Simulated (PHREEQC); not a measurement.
Dissolve 110 mmol/kgw HF, 0.062 mmol/kgw H2SiF6, 24 mmol/kgw HBF4 and 0.13 mmol/kgw H2SO4 at 15 °C. Closed to the air; pH follows from the charge balance.

The numbers come from PHREEQC with the ion-association model, wateq4f.dat.

This is a speciation only: nothing precipitates in the calculation.

Question: Order these F species by the share of F that they hold, largest first: BF4-, H2F2, F-, HF, HF2-.

Answer: BF4- (46 %), HF (34 %), H2F2 (18 %), F- (1.3 %), HF2- (0.64 %)

The pH is 1.61 and the ionic strength 0.0278 mol/kgw. wateq4f.dat counts part of the HF as a dimer, H2F2, which phreeqc.dat doesn't know; its constant is uncertain. SiF6-2 is the database's only silicon fluoride. Real BF4- forms and hydrolyses slowly; the run takes it at equilibrium.
